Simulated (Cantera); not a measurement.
Cantera run:

```python
import numpy as np
import cantera as ct

gas_names = """
    C CO CO2 C2 C2O C3 C3O2 C4 C5 Ca CaO Ca2 O O2 O3
""".split()
cond_names = """
    C(gr) Ca(a) Ca(b) Ca(L) CaCO3(caL) CaO(s) CaO(L)
""".split()


# ... load() reads the species with a 1 bar reference pressure and builds the phases ...
atoms = {
    'CaCO3': {'Ca': 1, 'C': 1, 'O': 3},
    'CO2': {'C': 1, 'O': 2},
}
top_T = {'C(gr)': 4500}  # K; cautious upper limits of use, not melting points


# ... equilibrate(T, P, feed) seeds the gas with the atoms and calls Mixture.equilibrate('TP', solver="vcs", rtol=1e-11, max_steps=5000) ...
results = []
feed = {'CaCO3': 1, 'CO2': 2.7}  # mol
P = 160000  # Pa
for T in [500, 700, 900, 1100, 1300, 1500, 1700, 1900, 2100]:
    mix = equilibrate(T, P, feed)
    results.append((T, P, feed, dict(zip(mix.species_names, mix.species_moles))))

top = {s: max(r[3][s] / sum(r[3][g] for g in gas_names) for r in results) for s in gas_names}
cols = sorted((s for s in top if top[s] > 0.0001), key=lambda s: -top[s])[:9]
seen = [c for c in cond_names if any(r[3].get(c, 0) > 1e-12 for r in results)]
print("log10 of partial pressures in bar; condensed amounts in mol")
print(f"{'T/K':>10s}" + "".join(f"{s[:9]:>10s}" for s in cols + seen))
for T, P, feed, n in results:
    ng = sum(n[g] for g in gas_names)
    print(f"{T:10.4g}" + "".join(f"{np.log10(max(n[s] / ng * P / 1e5, 1e-99)):10.3f}" for s in cols)
          + "".join(f"{n.get(c, 0):10.4g}" for c in seen))
```

It prints:

```
log10 of partial pressures in bar; condensed amounts in mol
       T/K       CO2        CO        O2         O CaCO3(caL    CaO(s)
       500     0.204   -14.731   -20.169   -33.020         1         0
       700     0.204   -11.303   -10.094   -20.492         1         0
       900     0.204    -7.668    -7.970   -15.254         1         0
      1100     0.204    -5.680    -5.981   -11.593         1         0
      1300     0.204    -4.307    -4.608    -9.056         0         1
      1500     0.204    -3.304    -3.605    -7.194         0         1
      1700     0.203    -2.540    -2.841    -5.770         0         1
      1900     0.199    -1.940    -2.242    -4.646         0         1
      2100     0.190    -1.461    -1.765    -3.739         0         1
```

Cantera equilibrium calculation (NASA polynomials, part measured and part estimated; ideal gas, pure solids and liquids).
